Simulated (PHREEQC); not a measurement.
A made-up water analysis in mmol/kgw, 25 °C, pH 7.03, pe 12.3:

| constituent | mmol/kgw |
|---|---|
| Na | 0.835 |
| K | 0.0189 |
| Ca | 0.0316 |
| Mg | 0.383 |
| Cl | 0.588 |
| S(6) | 0.398 |
| Alkalinity (meq/kgw) | 0.225 |
| Li | 0.00309 |

Valence states are taken as typed.

Equilibrium calculation in PHREEQC: ion-association model, phreeqc.dat.

This is a speciation only: nothing precipitates in the calculation.

Q: Order these Mg species by the share of Mg that they hold, largest first: MgHCO3+, Mg+2, MgSO4.

A: Mg+2 (94 %), MgSO4 (5.4 %), MgHCO3+ (0.20 %)

The pH is 7.03 and the ionic strength 0.00237 mol/kgw. Species that the database lacks are ignored.
